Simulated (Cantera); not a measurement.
**Equilibrium for hydrogen reduction and annealing atmospheres: Cr2O3 + H2**

A closed system holds: 1 mol Cr2O3, 2.2 mol H2, held at 0.100 bar.

These are equilibrium values from Cantera (NASA tables, ideal gas, pure condensed phases), not measurements of a reactor. Candidate condensed phases: Cr, Cr2O3, H2O; 13 gas species. Mutual solubility and eutectic melting of coexisting phases are not modelled. Rates play no part.

| T (K) | x H2 | x H2O | x Cr | x H | x CrO | x OH | n Cr2O3(s) | n Cr(s) |
|---|---|---|---|---|---|---|---|---|
| 825 | 1.00 | 3.17e-7 | <1e-12 | 2.51e-11 | <1e-12 | <1e-12 | 1.00 | 0 |
| 925 | 1.000 | 2.39e-6 | <1e-12 | 8.23e-10 | <1e-12 | <1e-12 | 1.000 | 0 |
| 1025 | 1.000 | 1.20e-5 | 2.93e-12 | 1.38e-8 | <1e-12 | <1e-12 | 1.000 | 0 |
| 1125 | 1.000 | 4.45e-5 | 1.74e-10 | 1.41e-7 | <1e-12 | <1e-12 | 1.000 | 0 |
| 1225 | 1.000 | 0.000133 | 5.25e-9 | 9.85e-7 | <1e-12 | 1.19e-12 | 1.000 | 0 |
| 1325 | 1.000 | 0.000334 | 9.37e-8 | 5.17e-6 | 6.52e-12 | 2.52e-11 | 1.000 | 0.000489 |
| 1425 | 0.999 | 0.000735 | 1.10e-6 | 2.16e-5 | 2.16e-10 | 3.47e-10 | 0.999 | 0.00108 |
| 1525 | 0.998 | 0.00146 | 9.33e-6 | 7.48e-5 | 4.49e-9 | 3.38e-9 | 0.999 | 0.00212 |
| 1625 | 0.997 | 0.00265 | 6.00e-5 | 0.000223 | 6.34e-8 | 2.49e-8 | 0.998 | 0.00376 |
| 1725 | 0.995 | 0.00450 | 0.000308 | 0.000586 | 6.53e-7 | 1.46e-7 | 0.997 | 0.00592 |
| 1825 | 0.990 | 0.00719 | 0.00131 | 0.00139 | 5.17e-6 | 7.03e-7 | 0.995 | 0.00767 |
| 1925 | 0.981 | 0.0109 | 0.00476 | 0.00299 | 3.27e-5 | 2.87e-6 | 0.992 | 0.00553 |
| 2025 | 0.964 | 0.0182 | 0.0121 | 0.00597 | 0.000159 | 1.18e-5 | 0.986 | 0 |
x: gas mole fraction; n: condensed amount in mol.

From 825 K to 1225 K the condensed part is Cr2O3(s). From 1325 K to 1925 K the condensed part is Cr(s) + Cr2O3(s). At 2025 K the condensed part is Cr2O3(s).
